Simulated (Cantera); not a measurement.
A Cantera script and its output.

```python
import numpy as np
import cantera as ct

surf = ct.Interface("diamond.yaml", "diamond_100")
gas, bulk = surf.adjacent["gas"], surf.adjacent["diamond"]
k = surf.kinetics_species_index(bulk.species_names[0])
cover = ["c6HH", "c6H*", "c6*H", "c6**", "c6HM", "c6B"]

rows, drift = [], 0.0
print(f"{'xH':>10s}{'um/h':>11s}" + "".join(f"{s:>11s}" for s in cover))
for v in [0.0001, 0.00023, 0.00051, 0.0011, 0.0026, 0.0058, 0.013, 0.029, 0.066]:
    T, P, xH, xCH3 = 1175, 13000, v, 1.6e-05
    gas.TPX = T, P, {"H": xH, "CH3": xCH3, "CH4": 0.0046, "H2": 1 - xH - xCH3 - 0.0046}
    surf.TP = bulk.TP = T, P
    surf.coverages = "c6H*:0.1, c6HH:0.9"
    surf.advance_coverages(100.0)
    before = surf.coverages
    surf.advance_coverages(100.0)
    drift = max(drift, np.max(np.abs(surf.coverages - before) / (surf.coverages + 1e-9)))
    rate = surf.net_production_rates[k] * bulk.mean_molecular_weight / bulk.density * 3.6e9
    rows.append([rate, *surf[cover].coverages])
    print(f"{v:10.4g}{rate:11.4e}" + "".join(f"{x:11.3e}" for x in rows[-1][1:]))
```

It prints:

```
        xH       um/h       c6HH       c6H*       c6*H       c6**       c6HM        c6B
    0.0001 5.5685e-02  6.109e-01  2.644e-02  3.558e-01  5.331e-03  7.201e-04  1.511e-10
   0.00023 1.4177e-01  5.366e-01  3.118e-02  4.196e-01  1.081e-02  9.037e-04  3.847e-10
   0.00051 3.0123e-01  4.952e-01  3.365e-02  4.526e-01  1.675e-02  9.914e-04  8.174e-10
    0.0011 5.5922e-01  4.739e-01  3.482e-02  4.681e-01  2.146e-02  9.473e-04  1.517e-09
    0.0026 9.6942e-01  4.625e-01  3.544e-02  4.760e-01  2.477e-02  7.468e-04  2.631e-09
    0.0058 1.3837e+00  4.578e-01  3.578e-02  4.792e-01  2.640e-02  4.948e-04  3.755e-09
     0.013 1.7173e+00  4.557e-01  3.610e-02  4.805e-01  2.724e-02  2.786e-04  4.660e-09
     0.029 1.9278e+00  4.547e-01  3.660e-02  4.807e-01  2.772e-02  1.413e-04  5.231e-09
     0.066 2.0510e+00  4.542e-01  3.766e-02  4.799e-01  2.814e-02  6.628e-05  5.565e-09
```

Cantera simulation using the Harris–Goodwin 1993 mechanism for the reconstructed diamond (100) surface; the numbers are that mechanism's predictions, not measurements.
